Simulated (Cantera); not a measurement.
Input: 1 mol SiHCl3, 0.039 mol C2H2, 820 mol H2, equilibrated at 0.133 bar.

Equilibrium computed with Cantera from the NASA thermochemical tables; the gas is ideal and each condensed phase is pure. Candidate condensed phases: C, C6H6, C7H8, C8H18, Si, SiC; 109 gas species. Mutual solubility and eutectic melting of coexisting phases are not modelled. Gases not in the tables: Si2H6 and higher silanes. Equilibrium is a limit: real reactors are often held back by kinetics, nucleation or transport.

Task: Which condensed phases are stable at each of these points (T (°C)): 1652, 1677, 1702, 1727, 1752, 1777, 1802, 1827, 1852, 1877?

Result: 
```json
[
 {"T (°C)": "1652", "condensed phases": "Si(l) + SiC(s)", "Si condensed (%)": "76.4"},
 {"T (°C)": "1677", "condensed phases": "Si(l) + SiC(s)", "Si condensed (%)": "70.3"},
 {"T (°C)": "1702", "condensed phases": "Si(l) + SiC(s)", "Si condensed (%)": "62.3"},
 {"T (°C)": "1727", "condensed phases": "Si(l) + SiC(s)", "Si condensed (%)": "52.0"},
 {"T (°C)": "1752", "condensed phases": "Si(l) + SiC(s)", "Si condensed (%)": "38.7"},
 {"T (°C)": "1777", "condensed phases": "Si(l) + SiC(s)", "Si condensed (%)": "21.7"},
 {"T (°C)": "1802", "condensed phases": "SiC(s)", "Si condensed (%)": "4.1"},
 {"T (°C)": "1827", "condensed phases": "SiC(s)", "Si condensed (%)": "2.3"},
 {"T (°C)": "1852", "condensed phases": "gas only", "Si condensed (%)": "0.0"},
 {"T (°C)": "1877", "condensed phases": "gas only", "Si condensed (%)": "0.0"}
]
```

From 1652 °C to 1777 °C the condensed part is Si(l) + SiC(s). From 1802 °C to 1827 °C the condensed part is SiC(s). From 1852 °C to 1877 °C nothing is condensed.
